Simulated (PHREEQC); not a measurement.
Consider water at 25 °C with 0.0014 mol KH2PO4 and 0.0026 mol K2HPO4 per kg of water. Closed to the air; pH follows from the charge balance.

Computed with PHREEQC (ion-association model, wateq4f.dat).

No solid was allowed to form.

**Question.** Estimate the pH, ionic strength.

**Answer.** pH 7.34; ionic strength 0.00915 mol/kgw.

**Question.** In which forms is P present?

**Answer.** HPO4-2 64 %, H2PO4- 35 %, KHPO4- 0.6 % of the P.

Species that the database lacks are ignored. H3PO4, which wateq4f.dat lacks, is added to it with the constant of phreeqc.dat.
